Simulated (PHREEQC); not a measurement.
**Buffer (model solution)**

A solution holds 0.2 mol/kgw NaH2PO4 and 0.0013 mol/kgw NaF, at 25 °C. Closed to the air; pH follows from the charge balance.

Computed with PHREEQC (ion-association model, wateq4f.dat).

```json
{
 "pH": "4.41",
 "ionic_strength": "0.202 mol/kgw",
 "activity_of_water": "0.993"
}
```

| species | molality | activity | log γ |
|---|---|---|---|
| Na+ | 0.201 | 0.149 | -0.129 |
| H2PO4- | 0.198 | 0.148 | -0.128 |
| F- | 0.00119 | 0.000837 | -0.151 |
| HPO4-2 | 0.000802 | 0.000238 | -0.528 |
| H3PO4 | 0.000801 | 0.000839 | 0.020 |
| NaHPO4- | 9.31e-5 | 6.94e-5 | -0.128 |
| NaF | 6.87e-5 | 7.20e-5 | 0.020 |
| H+ | 4.83e-5 | 3.85e-5 | -0.098 |

No solid was allowed to form. Complexes and solids missing from the database can't appear. H3PO4, which wateq4f.dat lacks, is added to it with the constant of phreeqc.dat.
